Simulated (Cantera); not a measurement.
Feed: 1 mol SiH4, 0.007 mol C2H4, 15 mol H2, 3.7 mol HCl, equilibrated at 1.33 mbar.

These are equilibrium values from Cantera (NASA tables, ideal gas, pure condensed phases), not measurements of a reactor. Candidate condensed phases: C, C6H6, C7H8, C8H18, Si, SiC; 109 gas species. Mutual solubility and eutectic melting of coexisting phases are not modelled. The tables' values for SiCl3, SiCl are old estimates; treat these amounts as uncertain. Gases not in the tables: Si2H6 and higher silanes. Kinetics and transport are ignored.

x: gas mole fraction; n: condensed amount in mol.

```json
[
 {"T (°C)": "750", "x H2": "0.911", "x H": "1.08e-7", "x HCl": "0.0520", "x Cl": "5.70e-9", "x SiCl2": "0.00528", "x Si": "<1e-12", "x SiCl4": "0.0256", "n Si(s)": "0.237", "n SiC(s)": "0.0140", "n Si(l)": "0"},
 {"T (°C)": "900", "x H2": "0.869", "x H": "___", "x HCl": "0.0970", "x Cl": "___", "x SiCl2": "___", "x Si": "___", "x SiCl4": "___", "n Si(s)": "___", "n SiC(s)": "0.0140", "n Si(l)": "0"},
 {"T (°C)": "1050", "x H2": "0.859", "x H": "4.03e-5", "x HCl": "0.104", "x Cl": "4.10e-6", "x SiCl2": "0.0346", "x Si": "6.65e-8", "x SiCl4": "0.000266", "n Si(s)": "0.235", "n SiC(s)": "0.0140", "n Si(l)": "0"},
 {"T (°C)": "1200", "x H2": "0.860", "x H": "0.000321", "x HCl": "0.102", "x Cl": "3.08e-5", "x SiCl2": "0.0378", "x Si": "4.11e-6", "x SiCl4": "1.83e-5", "n Si(s)": "0.194", "n SiC(s)": "0.0140", "n Si(l)": "0"},
 {"T (°C)": "1350", "x H2": "0.860", "x H": "0.00176", "x HCl": "0.0985", "x Cl": "0.000158", "x SiCl2": "0.0395", "x Si": "0.000117", "x SiCl4": "2.01e-6", "n Si(s)": "0.157", "n SiC(s)": "0.0140", "n Si(l)": "0"},
 {"T (°C)": "1500", "x H2": "0.852", "x H": "0.00719", "x HCl": "0.100", "x Cl": "0.000650", "x SiCl2": "0.0379", "x Si": "0.00160", "x SiCl4": "3.28e-7", "n Si(s)": "0", "n SiC(s)": "0.0137", "n Si(l)": "0.145"},
 {"T (°C)": "1650", "x H2": "0.823", "x H": "0.0234", "x HCl": "0.106", "x Cl": "0.00226", "x SiCl2": "0.0320", "x Si": "0.0114", "x SiCl4": "6.97e-8", "n Si(s)": "0", "n SiC(s)": "0.00920", "n Si(l)": "0"},
 {"T (°C)": "1800", "x H2": "0.759", "x H": "0.0628", "x HCl": "0.126", "x Cl": "0.00769", "x SiCl2": "0.0155", "x Si": "0.0251", "x SiCl4": "1.43e-8", "n Si(s)": "0", "n SiC(s)": "0", "n Si(l)": "0"},
 {"T (°C)": "1950", "x H2": "0.668", "x H": "0.143", "x HCl": "0.127", "x Cl": "0.0197", "x SiCl2": "0.00453", "x Si": "0.0346", "x SiCl4": "1.59e-9", "n Si(s)": "0", "n SiC(s)": "0", "n Si(l)": "0"},
 {"T (°C)": "2100", "x H2": "0.540", "x H": "0.281", "x HCl": "0.102", "x Cl": "0.0381", "x SiCl2": "0.000878", "x Si": "0.0360", "x SiCl4": "9.54e-11", "n Si(s)": "0", "n SiC(s)": "0", "n Si(l)": "0"},
 {"T (°C)": "2250", "x H2": "___", "x H": "___", "x HCl": "___", "x Cl": "___", "x SiCl2": "___", "x Si": "___", "x SiCl4": "___", "n Si(s)": "0", "n SiC(s)": "0", "n Si(l)": "0"},
 {"T (°C)": "2400", "x H2": "0.213", "x H": "0.648", "x HCl": "0.0348", "x Cl": "0.0738", "x SiCl2": "1.78e-5", "x Si": "0.0290", "x SiCl4": "<1e-12", "n Si(s)": "0", "n SiC(s)": "0", "n Si(l)": "0"}
]
```

Fill in the missing entries.


- 900, x H: 3.01e-6
- 900, x Cl: 2.94e-7
- 900, x SiCl2: 0.0246
- 900, x Si: 3.71e-10
- 900, x SiCl4: 0.00500
- 900, n Si(s): 0.282
- 2250, x H2: 0.375
- 2250, x H: 0.466
- 2250, x HCl: 0.0666
- 2250, x Cl: 0.0584
- 2250, x SiCl2: 0.000134
- 2250, x Si: 0.0330
- 2250, x SiCl4: 3.81e-12
